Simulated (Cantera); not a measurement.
Charge: 1 mol Fe(CO)₅, 7.5 mol H₂, equilibrated at 677 °C and 0.410 bar.

These are equilibrium values from Cantera (NASA tables, ideal gas, pure condensed phases), not measurements of a reactor. Candidate condensed phases: C, C₆H₆, C₇H₈, C₈H₁₈, Fe, Fe(CO)₅, FeO, Fe(OH)₂, Fe(OH)₃, Fe₂O₃, Fe₃O₄, H₂O; 114 gas species. Condensed phases not in the tables: cementite and carbon dissolved in iron. Kinetics and transport are ignored.

Base state: H₂ 0.576, CO 0.283, H₂O 0.0625, CO₂ 0.0551, CH₄ 0.0228 (mole fractions); condensed: C(graphite) + Fe(α).

**Question.** What changes in the equilibrium state with this change: Fe(CO)₅ replaced by PbO?

**Answer.** 
```json
[
 {"species": "H₂", "before": "0.576", "after": "0.867"},
 {"species": "H₂O", "before": "0.0625", "after": "0.133"},
 {"species": "Pb", "before": "0", "after": "1.23e-5"},
 {"species": "CO", "before": "0.283", "after": "0"},
 {"species": "CO₂", "before": "0.0551", "after": "0"},
 {"species": "CH₄", "before": "0.0228", "after": "0"},
 {"species": "C(graphite), mol", "before": "1.04", "after": "0"},
 {"species": "Fe(α), mol", "before": "1.00", "after": "0"},
 {"species": "Pb(l), mol", "before": "0", "after": "1.000"}
]
```
Further candidate phases: Pb, PbO, PbO₂, Pb₃O₄.
